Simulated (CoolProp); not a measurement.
Values from CoolProp's reference Helmholtz-energy equation of state, de Reuck 1993.

Problem. For methanol, give the phase and the cv (kJ/(kg K)), conductivity (mW/(m K)) at 414.4 K and 109 bar; 578.5 K and 0.295 bar.

Solution. 
- 414.4 K and 109 bar: liquid; cv 2.80, conductivity 183
- 578.5 K and 0.295 bar: gas; cv 1.79, conductivity 49.4

Thermal conductivity comes from a separate model (Sykioti 2013).
